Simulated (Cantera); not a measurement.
A closed system holds: 1 mol Pb, 0.066 mol CO₂, 4.2 mol CO, equilibrated at 2000 K and 0.330 bar.

These are equilibrium values from Cantera (NASA tables, ideal gas, pure condensed phases), not measurements of a reactor. Candidate condensed phases: C, Pb, PbO, PbO₂, Pb₃O₄; 15 gas species. Equilibrium is a limit: real reactors are often held back by kinetics, nucleation or transport.

Base state: CO 0.798, Pb 0.190, CO₂ 0.0125, PbO 6.18e-5, Pb₂ 5.78e-5 (mole fractions); condensed: gas only.

What changes in the equilibrium state with this change: CO₂ from 0.066 to 5.5 mol?


```
species   before    after
-------  -------  -------
CO₂       0.0125    0.512
CO         0.798    0.395
Pb         0.190   0.0910
PbO      6.18e-5  0.00245
Pb₂      5.78e-5  1.33e-5
```
Gases not in the tables: (PbO)n polymers.
